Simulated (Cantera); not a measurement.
Feed: 1 mol MgCO₃, 0.12 mol H₂S, 1.4 mol CO₂, at 990000 Pa.

Equilibrium computed with Cantera from the NASA thermochemical tables; the gas is ideal and each condensed phase is pure. Candidate condensed phases: C, C₆H₆, C₇H₈, C₈H₁₈, H₂O, H₂SO₄, Mg, MgCO₃, MgO, Mg(OH)₂, MgS, MgSO₄, S; 130 gas species. The numbers say what is thermodynamically allowed, not how fast it happens. All values below are at 1525 K.

Base state: CO₂ 0.816, CO 0.0999, H₂O 0.0425, SO₂ 0.0297, S₂ 0.00563, COS 0.00254, H₂ 0.00193, H₂S 0.00147 (mole fractions); condensed: MgO(s).

Q: What changes in the equilibrium state with this change: pressure from 990000 Pa to 45000 Pa?

A: 
```tsv
species	before	after
CO₂	0.816	0.785
CO	0.0999	0.126
H₂O	0.0425	0.0428
SO₂	0.0297	0.0414
COS	0.00254	0.000347
H₂S	0.00147	0.000211
S₂O	0.000312	6.20e-5
S₂	0.00563	0.00146
SO	0.000268	0.000490
MgO(s), mol	1.00	1.00
```
